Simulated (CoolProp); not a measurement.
Vapour-liquid equilibrium of CH2F2 (R32) (1) + methanol (2) at 308.6 K; x and y are mole fractions of (1).

Model: multi-fluid Helmholtz-energy mixture model, Tillner-Roth 1997 and de Reuck 1993; pair parameters Bell 2016, in CoolProp.

Give the bubble pressure and the first vapour's composition at x = 0.15, 0.35, 0.65. Is there an azeotrope?

x = 0.15: 0.8121 MPa, y = 0.963; x = 0.35: 1.377 MPa, y = 0.977; x = 0.65: 1.675 MPa, y = 0.982. No azeotrope shows between x = 0.05 and 0.95.

Pair parameters are fitted to limited data, so mixtures are less certain than the pure fluids. The gap from Raoult's law changes sign with composition, which may be real or a fault of the pair parameters; it wasn't checked against measurements. With so large a gap from Raoult's law the liquid may split in two, which this calculation doesn't test in full.
